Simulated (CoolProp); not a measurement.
Vapour-liquid equilibrium of cyclohexane (1) + o-xylene (2) at 428.2 K; x and y are mole fractions of (1).

The numbers come from the multi-fluid Helmholtz-energy mixture model, Zhou 2014 and Zhou 2012; pair parameters Bell 2016 in CoolProp.

| x | bubble pressure, mixture model (MPa) | bubble pressure, Raoult's law (MPa) | y, mixture model | y, Raoult's law |
|---|---|---|---|---|
| 0.05 | 0.1645 | 0.1572 | 0.219 | 0.194 |
| 0.15 | 0.2237 | 0.2050 | 0.472 | 0.447 |
| 0.25 | 0.2784 | 0.2528 | 0.614 | 0.604 |
| 0.35 | 0.3289 | 0.3006 | 0.706 | 0.712 |
| 0.45 | 0.3759 | 0.3483 | 0.773 | 0.789 |
| 0.55 | 0.4201 | 0.3961 | 0.825 | 0.849 |
| 0.65 | 0.4625 | 0.4439 | 0.869 | 0.895 |
| 0.75 | 0.5042 | 0.4917 | 0.908 | 0.932 |
| 0.85 | 0.5460 | 0.5395 | 0.945 | 0.963 |
| 0.95 | 0.5889 | 0.5872 | 0.981 | 0.989 |

The largest gap from Raoult's law is +10.1 % in bubble pressure, at x = 0.25. No azeotrope shows between x = 0.05 and 0.95.

The pair parameters rest on a limited set of measurements; away from them the model extrapolates.
